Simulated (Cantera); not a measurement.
Charge: 1 mol CH3F, 0.43 mol F2, at 0.450 Torr.

These are equilibrium values from Cantera (NASA tables, ideal gas, pure condensed phases), not measurements of a reactor. Candidate condensed phases: C, C6H6, C7H8, C8H18; 95 gas species. Rates play no part.

Problem. What share of the C ends up in condensed phases as a function of T (K), at 1848, 2048, 2248, 2448, 2648, 2848, 3048, 3248, 3448?

Solution. 
```csv
T (K),C condensed (%),as
1848,100.0,C(graphite)
2048,99.9,C(graphite)
2248,99.7,C(graphite)
2448,99.1,C(graphite)
2648,91.4,C(graphite)
2848,0.0,-
3048,0.0,-
3248,0.0,-
3448,0.0,-
```
